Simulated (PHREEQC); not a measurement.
PHREEQC input (ion-association model, wateq4f.dat):

```
SOLUTION_SPECIES
  PO4-3 + 3H+ = H3PO4  # constants of phreeqc.dat
    -log_k 21.721
    -delta_h -10.1 kJ
SOLUTION 1
  temp 25
  units mol/kgw
  pH 7 charge
END
SELECTED_OUTPUT 1
  -reset false
  -pH true
  -pe true
  -ionic_strength true
  -water true
  -totals C Cu P C(-4) C(4) Cu(1) Cu(2)
  -molalities H+ CO3-2 Cu+2 PO4-3 HPO4-2 H2PO4- CO2 HCO3- O2 OH-
    Cu+ CuCO3 Cu(CO3)2-2 CuOH+ Cu(OH)2 Cu(OH)3- Cu(OH)4-2 Cu2(OH)2+2 CuHCO3+ H3PO4
  -equilibrium_phases Cu3(PO4)2:3H2O Cu(OH)2 Malachite
PRINT
  -reset false
USE solution 1
EQUILIBRIUM_PHASES 1
  Cu3(PO4)2:3H2O 0 0.2
  Cu(OH)2 0 0
  Malachite 0 0
  O2(g) -0.68 10
  CO2(g) -5 10
END
# ... the last block is repeated for the other 10 points of log pCO2 (atm)
```

Selected output (columns that matter, 11 of 11 rows; log pCO2 (atm) added in front):

```
log pCO2 (atm)	pH	mu	C	Cu	P	m_H+	m_Cu+2	m_H2PO4-	m_CO2	m_OH-	m_CuHCO3+	Cu3(PO4)2:3H2O	Cu(OH)2	Malachite
-5	6.5872	0.00010554	9.5822e-07	4.2083e-05	5.2705e-05	2.6173e-07	3.0625e-05	4.2206e-05	3.4045e-07	3.9164e-08	8.6722e-09	0.19997	3.6975e-05	0
-4.5	6.5847	0.00010658	3.0194e-06	4.253e-05	5.2339e-05	2.6329e-07	3.0995e-05	4.1961e-05	1.0766e-06	3.8935e-08	2.7588e-08	0.19997	3.5979e-05	0
-4	6.4626	0.00012785	8.0531e-06	4.689e-05	6.4336e-05	3.4915e-07	3.8223e-05	5.4184e-05	3.4045e-06	2.9426e-08	8.0948e-08	0.19997	0	2.4807e-05
-3.5	6.265	0.00017424	2.015e-05	5.9622e-05	9.1483e-05	5.5139e-07	5.3842e-05	8.1703e-05	1.0766e-05	1.8712e-08	2.2735e-07	0.19995	0	3.8801e-05
-3	6.0629	0.00024551	5.2878e-05	8.2176e-05	0.00013125	8.8047e-07	7.7637e-05	0.000122	3.4044e-05	1.1783e-08	6.4566e-07	0.19993	0	5.7349e-05
-2.5	5.857	0.00035631	0.00014536	0.00011924	0.00018936	1.4193e-06	0.00011428	0.00018071	0.00010765	7.3607e-09	1.8512e-06	0.19991	0	8.2403e-05
-2	5.6482	0.00053055	0.00041606	0.0001795	0.00027419	2.3057e-06	0.00017118	0.00026615	0.00034041	4.572e-09	5.3494e-06	0.19986	0	0.00011589
-1.5	5.4374	0.00080819	0.0012293	0.00027913	0.00039816	3.7673e-06	0.00026011	0.00039065	0.0010764	2.8303e-09	1.555e-05	0.1998	0	0.00015905
-1	5.2256	0.0012576	0.0037173	0.00044959	0.00058031	6.1771e-06	0.00039939	0.00057309	0.0034036	1.7515e-09	4.5373e-05	0.19971	0	0.00021044
-0.5	5.0145	0.0019988	0.01142	0.00075629	0.00085121	1.013e-05	0.00061631	0.0008438	0.010761	1.0879e-09	0.00013247	0.19957	0	0.00026027
0	4.8067	0.0032506	0.035447	0.0013449	0.0012634	1.6527e-05	0.00094736	0.0012547	0.03402	6.826e-10	0.00038509	0.19937	0	0.00027508
```

Species that the database lacks are ignored. H3PO4, which wateq4f.dat lacks, is added to it with the constant of phreeqc.dat. The database has no phosphate complexes of Cu. The database's constant for dissolved Cu(OH)2 is higher than later reviews accept.
